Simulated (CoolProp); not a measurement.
The numbers come from the reference Helmholtz-energy equation of state, Thol 2018 in CoolProp.

Task: For hydrogen chloride, give the phase and the cp (kJ/(kg K)), cv (kJ/(kg K)) at 288.1 K and 0.624 bar; 389.4 K and 0.624 bar; 423.2 K and 0.624 bar.

Result: 
- 288.1 K and 0.624 bar: gas; cp 0.806, cv 0.574
- 389.4 K and 0.624 bar: gas; cp 0.802, cv 0.572
- 423.2 K and 0.624 bar: gas; cp 0.802, cv 0.573
